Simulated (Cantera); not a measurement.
# Equilibrium for carbothermic reduction: PbO + C + N2

Feed: 1 mol PbO, 3.4 mol C, 3.7 mol N2, equilibrated at 825 K and 12.0 Pa.

Cantera equilibrium calculation (NASA polynomials, part measured and part estimated; ideal gas, pure solids and liquids). Candidate condensed phases: C, Pb, PbO, PbO2, Pb3O4; 27 gas species. Rates play no part.

The x(N2) is 0.786. The x(CO) comes out as 0.212. The x(Pb) comes out as 0.00120 and the x(CO2) is 0.000243. The n(C(graphite)) is 2.40 mol, the n(Pb(l)) is 0.994 mol and the gas amount comes out as 4.704 mol. The log10 activity of PbO2(s) (absent) is -25.47.
